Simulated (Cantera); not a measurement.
Input: 1 mol SiH₂Cl₂, 25 mol N₂, held at 1275 K.

These are equilibrium values from Cantera (NASA tables, ideal gas, pure condensed phases), not measurements of a reactor. Candidate condensed phases: NH₄Cl, Si, Si₃N₄; 28 gas species. N₂ is the only nitrogen source here; it is nearly inert below about 1500 K, so the nitride shown seldom forms there in practice. The tables' values for SiCl₃ are old estimates; treat these amounts as uncertain. Equilibrium is a limit: real reactors are often held back by kinetics, nucleation or transport.

log p: log10 of the partial pressure in bar; n: condensed amount in mol.

```json
[
 {"P (Pa)": "5", "log p N₂": "-4.33", "log p HCl": "-5.63", "log p H₂": "-6.16", "log p SiCl₂": "-6.19", "log p SiCl₄": "-8.19", "log p SiCl₃": "-7.60", "log p SiHCl₃": "___", "n Si₃N₄(s)": "0.213"},
 {"P (Pa)": "26", "log p N₂": "-3.62", "log p HCl": "-4.85", "log p H₂": "-5.57", "log p SiCl₂": "-5.70", "log p SiCl₄": "-6.73", "log p SiCl₃": "-6.62", "log p SiHCl₃": "___", "n Si₃N₄(s)": "0.251"},
 {"P (Pa)": "140", "log p N₂": "-2.89", "log p HCl": "-4.09", "log p H₂": "-4.90", "log p SiCl₂": "-5.34", "log p SiCl₄": "-5.53", "log p SiCl₃": "-5.84", "log p SiHCl₃": "___", "n Si₃N₄(s)": "0.277"},
 {"P (Pa)": "710", "log p N₂": "-2.18", "log p HCl": "-3.39", "log p H₂": "-4.19", "log p SiCl₂": "-5.12", "log p SiCl₄": "-4.61", "log p SiCl₃": "-5.27", "log p SiHCl₃": "___", "n Si₃N₄(s)": "0.287"},
 {"P (Pa)": "3700", "log p N₂": "-1.46", "log p HCl": "-2.68", "log p H₂": "-3.43", "log p SiCl₂": "-4.94", "log p SiCl₄": "-3.78", "log p SiCl₃": "-4.77", "log p SiHCl₃": "___", "n Si₃N₄(s)": "0.287"},
 {"P (Pa)": "19000", "log p N₂": "-0.75", "log p HCl": "-1.99", "log p H₂": "-2.68", "log p SiCl₂": "-4.79", "log p SiCl₄": "-3.00", "log p SiCl₃": "-4.30", "log p SiHCl₃": "___", "n Si₃N₄(s)": "0.283"},
 {"P (Pa)": "100000", "log p N₂": "-0.03", "log p HCl": "-1.29", "log p H₂": "-1.91", "log p SiCl₂": "-4.64", "log p SiCl₄": "-2.22", "log p SiCl₃": "-3.83", "log p SiHCl₃": "___", "n Si₃N₄(s)": "0.278"}
]
```

### Question
Fill in the missing entries.

### Answer

- 5, log p SiHCl₃: -10.11
- 26, log p SiHCl₃: -8.85
- 140, log p SiHCl₃: -7.73
- 710, log p SiHCl₃: -6.80
- 3700, log p SiHCl₃: -5.92
- 19000, log p SiHCl₃: -5.08
- 100000, log p SiHCl₃: -4.23
